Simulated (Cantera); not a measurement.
A perfectly stirred reactor is fed with CH4 : H2 : H = 0.05 : 1 : 0.011 (molar parts), at 0.370 bar; it is held at 2048 K, and followed from long to short residence time.

Cantera simulation using GRI-Mech 3.0 (53 species, 325 reactions); the numbers are that mechanism's predictions, not measurements. GRI-Mech 3.0 stops at C3 and has no aromatics, soot or wall deposition, so with more carbon than oxygen in the feed, carbon stays in small species such as C2H2 where larger ones or solid carbon would form.

One state of this run: x CH4 = 0.0238; x H2 = 0.961; x H = 0.00349; x C2H2 = 0.0102; x CH2 = 6.64e-6. x: mole fraction; the columns are a selection and need not sum to one.

### Question
Which value of τ (s) does it belong to?
A) 0.78
B) 0.040
C) 3.4
D) 0.0020

### Answer
D, 0.0020
